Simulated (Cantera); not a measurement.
A closed system holds: 1 mol CO, 0.88 mol H₂, held at 0.00880 bar.

These are equilibrium values from Cantera (NASA tables, ideal gas, pure condensed phases), not measurements of a reactor. Candidate condensed phases: C, C₆H₆, C₇H₈, C₈H₁₈, H₂O; 110 gas species. Equilibrium is a limit: real reactors are often held back by kinetics, nucleation or transport. All values below are at 1773 K.

Base state: CO 0.531, H₂ 0.467, H 0.00207 (mole fractions); condensed: gas only.

Q: What changes in the equilibrium state with this change: pressure from 0.00880 bar to 28.0 bar?

A: 
| species | before | after |
|---|---|---|
| CO | 0.531 | 0.531 |
| H₂ | 0.467 | 0.461 |
| CH₄ | 3.04e-7 | 0.00378 |
| H₂O | 3.79e-6 | 0.00297 |
| C₂H₄ | <1e-9 | 1.34e-5 |
| CO₂ | 1.16e-6 | 0.000922 |
| H | 0.00207 | 3.65e-5 |
